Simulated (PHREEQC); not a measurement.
**Arsenic or selenium liquor (model solution)**

Make-up at 55 °C: 6.1 mmol/kgw Na2HAsO4 and 15 mmol/kgw HCl. Closed to the air; pH follows from the charge balance.

Computed with PHREEQC (ion-association model, wateq4f.dat).

```yaml
pH: 2.30
ionic_strength: 0.0179 mol/kgw
total_alkalinity: -8.90 meq/kg
```

```json
[
 {"species": "Cl-", "molality": "0.0150", "activity": "0.0130", "log γ": "-0.062"},
 {"species": "Na+", "molality": "0.0122", "activity": "0.0106", "log γ": "-0.060"},
 {"species": "H+", "molality": "0.00567", "activity": "0.00503", "log γ": "-0.052"},
 {"species": "H3AsO4", "molality": "0.00323", "activity": "0.00325", "log γ": "0.002"},
 {"species": "H2AsO4-", "molality": "0.00287", "activity": "0.00249", "log γ": "-0.061"},
 {"species": "HAsO4-2", "molality": "6.75e-8", "activity": "3.86e-8", "log γ": "-0.243"}
]
```

No solid was allowed to form. Constants without temperature data keep their 25 °C values here.
